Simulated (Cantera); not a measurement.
# Ignition delay

Mixture: C₂H₄ : O₂ : N₂ : H₂O = 1 : 3.57 : 13.4 : 4.9 (molar parts), at 7.70 atm, adiabatic and at constant volume. Ignition delay is the time to a rise of 400 K.

Computed with Cantera and GRI-Mech 3.0 (53 species, 325 reactions). GRI-Mech 3.0 was tuned for natural gas; its chemistry of ethylene as a main component is partial and can be far from experiment.

```tsv
T0 (K)	delay (ms)
1400	0.0205
1475	0.00874
1550	0.00502
1625	0.00339
1700	0.00249
```

- apparent activation energy between 1550 and 1700 K: 100 kJ/mol
